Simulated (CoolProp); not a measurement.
A simple Rankine cycle with water: condensing at 312.15 K, boiler at 0.256 MPa, turbine inlet 441.4 K, turbine efficiency 0.7, pump efficiency 0.7, no recuperator. Each further row changes one setting.

Model: reference Helmholtz-energy equation of state, Wagner 2002, in CoolProp.

```
case                             thermal efficiency (%)  net work (kJ/kg)  heat in (kJ/kg)  turbine exit temperature (K)  volume ratio over the turbine
-------------------------------  ----------------------  ----------------  ---------------  ----------------------------  -----------------------------
as stated                                          14.6               386             2640                         312.1                           24.6
turbine inlet 461.4 K                              14.7               395             2680                         312.1                           23.8
condensing temperature 304.15 K                    15.9               424             2670                         304.1                           36.9
boiler pressure 0.179 MPa                          13.3               351             2640                         312.1                           17.4
turbine efficiency 0.6                             12.5               331             2640                         312.1                           25.2
```

The expansion ends wet for: as stated; turbine inlet 461.4 K; condensing temperature 304.15 K; boiler pressure 0.179 MPa; turbine efficiency 0.6.
